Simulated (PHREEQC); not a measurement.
A solution holds 0.0023 mol Ca(NO3)2 and 3.5e-05 mol Cu(NO3)2 per kg of water, at 25 °C. Closed to the air; pH follows from the charge balance.

Equilibrium calculation in PHREEQC: ion-association model, wateq4f.dat.

This is a speciation only: nothing precipitates in the calculation.

Q: Predict the pH.

A: pH 5.96.

Q: In which forms is Cu present?

A: Cu+2 98 %, Cu(OH)2 1.2 %, CuOH+ 0.7 % of the Cu.
